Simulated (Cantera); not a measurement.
An isothermal, constant-pressure homogeneous reactor starts with 2.14 % CH4, 92.9 % H2, 5.01 % H, at 2223 K and 100.0 Torr.

Model: GRI-Mech 3.0 (53 species, 325 reactions), integrated in Cantera. GRI-Mech 3.0 stops at C3 and has no aromatics, soot or wall deposition, so with more carbon than oxygen in the feed, carbon stays in small species such as C2H2 where larger ones or solid carbon would form.

x: mole fraction; the columns are a selection and need not sum to one.

| t (s) | x CH4 | x H2 | x H | x CH3 | x C2H4 |
|---|---|---|---|---|---|
| 6.00e-5 | 0.00824 | 0.953 | 0.0301 | 0.00485 | [?] |
| 0.000210 | 0.00547 | 0.962 | 0.0233 | 0.00249 | [?] |
| 0.000733 | 0.00309 | 0.969 | 0.0186 | 0.00112 | [?] |
| 0.00256 | 0.00142 | 0.972 | 0.0167 | 0.000463 | [?] |
| 0.00896 | 0.000501 | 0.972 | 0.0168 | 0.000164 | 3.22e-6 |
| 0.0313 | 0.000152 | 0.972 | 0.0173 | 5.12e-5 | 3.02e-6 |
| 0.110 | 6.67e-5 | 0.972 | 0.0174 | 2.27e-5 | 3.00e-6 |
| 0.383 | 6.06e-5 | 0.972 | 0.0174 | 2.06e-5 | 3.00e-6 |
| 1.34 | 6.06e-5 | 0.972 | 0.0174 | 2.06e-5 | 3.00e-6 |
| 4.68 | 6.06e-5 | 0.972 | 0.0174 | 2.06e-5 | 3.00e-6 |
| 16.4 | 6.06e-5 | 0.972 | 0.0174 | 2.06e-5 | 3.00e-6 |
| 57.2 | 6.06e-5 | 0.972 | 0.0174 | 2.06e-5 | 3.00e-6 |
| 200 | 6.06e-5 | 0.972 | 0.0174 | 2.06e-5 | 3.00e-6 |

Question: Some entries are withheld; supply them.

Answer: 
- 6.00e-5, x C2H4: 0.000124
- 0.000210, x C2H4: 4.34e-5
- 0.000733, x C2H4: 1.25e-5
- 0.00256, x C2H4: 4.72e-6
